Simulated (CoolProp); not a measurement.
Vapour-liquid equilibrium of ethane (1) + C3F8 (R218) (2) at 283.3 K; x and y are mole fractions of (1).

Model: multi-fluid Helmholtz-energy mixture model, Bücker 2006 and Lemmon 2006; pair parameters Bell 2016, in CoolProp.

```json
[
 {"x": "0.05", "bubble pressure, mixture model (kPa)": "742.7", "bubble pressure, Raoult's law (kPa)": "691.8", "y, mixture model": "0.231", "y, Raoult's law": "0.219"},
 {"x": "0.125", "bubble pressure, mixture model (kPa)": "1007", "bubble pressure, Raoult's law (kPa)": "876.2", "y, mixture model": "0.438", "y, Raoult's law": "0.432"},
 {"x": "0.2", "bubble pressure, mixture model (kPa)": "1262", "bubble pressure, Raoult's law (kPa)": "1061", "y, mixture model": "0.558", "y, Raoult's law": "0.571"},
 {"x": "0.275", "bubble pressure, mixture model (kPa)": "1496", "bubble pressure, Raoult's law (kPa)": "1245", "y, mixture model": "0.635", "y, Raoult's law": "0.669"},
 {"x": "0.35", "bubble pressure, mixture model (kPa)": "1707", "bubble pressure, Raoult's law (kPa)": "1429", "y, mixture model": "0.689", "y, Raoult's law": "0.741"},
 {"x": "0.425", "bubble pressure, mixture model (kPa)": "1894", "bubble pressure, Raoult's law (kPa)": "1614", "y, mixture model": "0.729", "y, Raoult's law": "0.797"},
 {"x": "0.5", "bubble pressure, mixture model (kPa)": "2063", "bubble pressure, Raoult's law (kPa)": "1798", "y, mixture model": "0.762", "y, Raoult's law": "0.842"},
 {"x": "0.575", "bubble pressure, mixture model (kPa)": "2219", "bubble pressure, Raoult's law (kPa)": "1983", "y, mixture model": "0.791", "y, Raoult's law": "0.878"},
 {"x": "0.65", "bubble pressure, mixture model (kPa)": "2368", "bubble pressure, Raoult's law (kPa)": "2167", "y, mixture model": "0.820", "y, Raoult's law": "0.908"},
 {"x": "0.725", "bubble pressure, mixture model (kPa)": "2515", "bubble pressure, Raoult's law (kPa)": "2351", "y, mixture model": "0.850", "y, Raoult's law": "0.933"},
 {"x": "0.8", "bubble pressure, mixture model (kPa)": "2660", "bubble pressure, Raoult's law (kPa)": "2536", "y, mixture model": "0.883", "y, Raoult's law": "0.955"},
 {"x": "0.875", "bubble pressure, mixture model (kPa)": "2804", "bubble pressure, Raoult's law (kPa)": "2720", "y, mixture model": "0.922", "y, Raoult's law": "0.974"},
 {"x": "0.95", "bubble pressure, mixture model (kPa)": "2942", "bubble pressure, Raoult's law (kPa)": "2905", "y, mixture model": "0.966", "y, Raoult's law": "0.990"}
]
```

The largest gap from Raoult's law is +20.2 % in bubble pressure, at x = 0.275. No azeotrope shows between x = 0.05 and 0.95.

Pair parameters are fitted to limited data, so mixtures are less certain than the pure fluids.
